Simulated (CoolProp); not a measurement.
Vapour-liquid equilibrium of methanol (1) + n-undecane (2) at 451.8 K; x and y are mole fractions of (1).

Computed with CoolProp (multi-fluid Helmholtz-energy mixture model, de Reuck 1993 and Aleksandrov 2011; pair parameters Bell 2016).

| x | bubble pressure (kPa) | y at the bubble point | dew pressure at overall composition x (kPa) | liquid density (mol/L) |
|---|---|---|---|---|
| 0.05 | 100.7 | 0.375 | 68.42 | 4.131 |
| 0.2 | 471.6 | 0.888 | 80.32 | 4.805 |
| 0.35 | 1141 | 0.956 | 97.19 | 5.649 |
| 0.5 | 1678 | 0.970 | 123.1 | 6.758 |
| 0.65 | 1940 | 0.974 | 169.3 | 8.331 |
| 0.8 | 2137 | 0.979 | 278.8 | 10.86 |
| 0.95 | 2481 | 0.992 | 999.5 | 15.80 |

No azeotrope shows between x = 0.05 and 0.95.

Pair parameters are fitted to limited data, so mixtures are less certain than the pure fluids. The gap from Raoult's law changes sign with composition, which may be real or a fault of the pair parameters; it wasn't checked against measurements.
